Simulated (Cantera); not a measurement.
Feed: 1 mol SiO₂, 42 mol H₂, equilibrated at 1.00 bar.

These are equilibrium values from Cantera (NASA tables, ideal gas, pure condensed phases), not measurements of a reactor. Candidate condensed phases: H₂O, Si, SiO₂; 18 gas species. The tables hold silica as quartz up to 1696 K and as liquid above; real silica turns to tridymite and cristobalite and melts near 1996 K. The numbers say what is thermodynamically allowed, not how fast it happens.

log p: log10 of the partial pressure in bar; n: condensed amount in mol.

| T (°C) | log p H₂ | log p SiO | log p H₂O | log p H | log p OH | log p SiO₂ | log p SiH₂ | n SiO₂(β-quartz) | n SiO₂(condensed) | n SiO₂(l) |
|---|---|---|---|---|---|---|---|---|---|---|
| 825 | 0.00 | -8.38 | -7.35 | -7.61 | <-12 | <-12 | -10.32 | 1.000 | 0 | 0 |
| 925 | 0.00 | -6.88 | -6.66 | -6.72 | <-12 | <-12 | -9.12 | 1.000 | 0 | 0 |
| 1025 | 0.00 | -5.86 | -5.85 | -5.97 | <-12 | <-12 | -8.58 | 1.000 | 0 | 0 |
| 1125 | 0.00 | -5.07 | -5.07 | -5.32 | <-12 | <-12 | -8.28 | 1.000 | 0 | 0 |
| 1225 | 0.00 | ? | ? | ? | ? | -11.70 | ? | 0.998 | 0 | 0 |
| 1325 | 0.00 | ? | ? | ? | ? | -10.41 | ? | 0.993 | 0 | 0 |
| 1425 | 0.00 | -3.29 | -3.29 | -3.84 | -8.42 | -9.27 | -7.61 | 0 | 0.978 | 0 |
| 1525 | 0.00 | -2.84 | -2.84 | -3.45 | -7.47 | -8.28 | -7.44 | 0 | 0.939 | 0 |
| 1625 | 0.00 | -2.44 | -2.44 | -3.11 | -6.63 | -7.40 | -7.29 | 0 | 0.846 | 0 |
| 1725 | -0.01 | -2.08 | -2.08 | -2.80 | -5.88 | -6.61 | -7.15 | 0 | 0 | 0.649 |

Q: Fill in the missing entries.

A: 
- 1225, log p SiO: -4.40
- 1225, log p H₂O: -4.40
- 1225, log p H: -4.76
- 1225, log p OH: -10.71
- 1225, log p SiH₂: -8.02
- 1325, log p SiO: -3.81
- 1325, log p H₂O: -3.81
- 1325, log p H: -4.27
- 1325, log p OH: -9.49
- 1325, log p SiH₂: -7.80
